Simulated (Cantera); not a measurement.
Ignition delay

Mixture: 4.00 % CH4, 16.0 % O2, 80.0 % N2, at 7.40 bar, adiabatic and at constant volume. Ignition delay is the time to a rise of 400 K.

Cantera simulation using GRI-Mech 3.0 (53 species, 325 reactions); the numbers are that mechanism's predictions, not measurements.

| T0 (K) | delay (ms) |
|---|---|
| 1073 | 34.6 |
| 1148 | 11.8 |
| 1223 | 4.50 |
| 1298 | 1.85 |
| 1373 | 0.809 |
| 1448 | 0.376 |
| 1523 | 0.184 |
| 1598 | 0.0958 |
| 1673 | 0.0527 |
| 1748 | 0.0306 |

The apparent activation energy between 1598 and 1748 K is 180 kJ/mol.
